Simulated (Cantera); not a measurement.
Cantera run:

```python
import numpy as np
import cantera as ct

gas_names = [...]  # 131 gases of nasa_gas.yaml made of C, H, O
cond_names = """
    C(gr) C6H6(L) C7H8(L) C8H18(L),n-octa H2O(s) H2O(L)
""".split()


# ... load() reads the species with a 1 bar reference pressure and builds the phases ...
atoms = {
    'acetone': {'C': 3, 'H': 6, 'O': 1},
    'O2': {'O': 2},
}
top_T = {'C(gr)': 4500}  # K; cautious upper limits of use, not melting points


# ... equilibrate(T, P, feed) seeds the gas with the atoms and calls Mixture.equilibrate('TP', solver="vcs", rtol=1e-11, max_steps=5000) ...
results = []
feed = {'acetone': 1, 'O2': 0.033}  # mol
P = 101325  # Pa
for T in [2500, 2750, 3000, 3250, 3500, 3750, 4000, 4250, 4500, 4750, 5000]:
    mix = equilibrate(T, P, feed)
    results.append((T, P, feed, dict(zip(mix.species_names, mix.species_moles))))

top = {s: max(r[3][s] / sum(r[3][g] for g in gas_names) for r in results) for s in gas_names}
cols = sorted((s for s in top if top[s] > 0.0001), key=lambda s: -top[s])[:6]
seen = [c for c in cond_names if any(r[3].get(c, 0) > 1e-12 for r in results)]
print("log10 of partial pressures in bar; condensed amounts in mol")
print(f"{'T/K':>10s}" + "".join(f"{s[:9]:>10s}" for s in cols + seen))
for T, P, feed, n in results:
    ng = sum(n[g] for g in gas_names)
    print(f"{T:10.4g}" + "".join(f"{np.log10(max(n[s] / ng * P / 1e5, 1e-99)):10.3f}" for s in cols)
          + "".join(f"{n.get(c, 0):10.4g}" for c in seen))
```

Output:

```
log10 of partial pressures in bar; condensed amounts in mol
       T/K        H2         H        CO         C C2H2,acet        C3     C(gr)
      2500    -0.142    -1.671    -0.580    -6.779    -2.108    -6.304     1.869
      2750    -0.168    -1.249    -0.588    -5.423    -1.719    -4.773      1.77
      3000    -0.221    -0.912    -0.603    -4.295    -1.427    -3.506     1.579
      3250    -0.317    -0.652    -0.630    -3.342    -1.232    -2.441     1.221
      3500    -0.485    -0.471    -0.681    -2.527    -1.153    -1.534    0.2699
      3750    -0.654    -0.326    -0.742    -2.004    -1.473    -1.300         0
      4000    -0.868    -0.232    -0.793    -1.612    -1.949    -1.292         0
      4250    -1.129    -0.184    -0.833    -1.297    -2.502    -1.380         0
      4500    -1.410    -0.166    -0.863    -1.052    -3.112    -1.561         0
      4750    -1.690    -0.164    -0.886    -0.878    -3.775    -1.860         0
      5000    -1.951    -0.167    -0.902    -0.772    -4.483    -2.282         0
```

Method: chemical equilibrium by Gibbs-energy minimisation in Cantera with the NASA 1993 tables (ideal gas, pure condensed phases). The feed counts by its element totals alone.
